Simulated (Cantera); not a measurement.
Input: 1 mol MgO, 0.2 mol SO2, 1.4 mol H2O, 0.57 mol H2S, equilibrated at 1352 °C and 18.0 mbar.

These are equilibrium values from Cantera (NASA tables, ideal gas, pure condensed phases), not measurements of a reactor. Candidate condensed phases: H2O, H2SO4, Mg, MgO, Mg(OH)2, MgS, MgSO4, S; 26 gas species. Rates play no part.

Base state: H2O 0.567, H2 0.219, S2 0.101, SO2 0.0807, H2S 0.0193, SO 0.00793, SH 0.00380, S2O 0.000908 (mole fractions); condensed: MgO(s).

### Question
What changes in the equilibrium state with this change: temperature from 1352 °C to 777 °C?

### Answer
| species | before | after |
|---|---|---|
| H2O | 0.567 | 0.735 |
| H2S | 0.0193 | 0.103 |
| S2 | 0.101 | 0.103 |
| H2 | 0.219 | 0.0296 |
| SO2 | 0.0807 | 0.0287 |
| OH | 2.69e-5 | <1e-9 |
| H | 0.000246 | 1.04e-8 |
| S | 0.000368 | 5.70e-8 |
| SO | 0.00793 | 3.47e-5 |
| SH | 0.00380 | 6.93e-5 |
| MgO(s), mol | 1.000 | 1.00 |
Gases not in the tables: S3 to S7.
